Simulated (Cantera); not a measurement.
Charge: 1 mol trisilylamine, 0.62 mol N2, 2.1 mol NH3.

Method: chemical equilibrium by Gibbs-energy minimisation in Cantera with the NASA 1993 tables (ideal gas, pure condensed phases). Candidate condensed phases: Si, Si3N4; 18 gas species. The feed counts by its element totals alone. Mutual solubility and eutectic melting of coexisting phases are not modelled. Kinetics and transport are ignored.

Problem. What condenses at these points (T in K, P in Pa): (1475, 36); (1325, 14000); (1375, 36); (1575, 13); (1175, 98); (1575, 260)?

Solution. 
```json
[
 {"T (K)": "1475", "P in Pa": "36", "condensed phases": "Si + Si3N4", "Si condensed (%)": "100.0"},
 {"T (K)": "1325", "P in Pa": "14000", "condensed phases": "Si3N4", "Si condensed (%)": "100.0"},
 {"T (K)": "1375", "P in Pa": "36", "condensed phases": "Si3N4", "Si condensed (%)": "100.0"},
 {"T (K)": "1575", "P in Pa": "13", "condensed phases": "Si", "Si condensed (%)": "99.8"},
 {"T (K)": "1175", "P in Pa": "98", "condensed phases": "Si3N4", "Si condensed (%)": "100.0"},
 {"T (K)": "1575", "P in Pa": "260", "condensed phases": "Si + Si3N4", "Si condensed (%)": "100.0"}
]
```
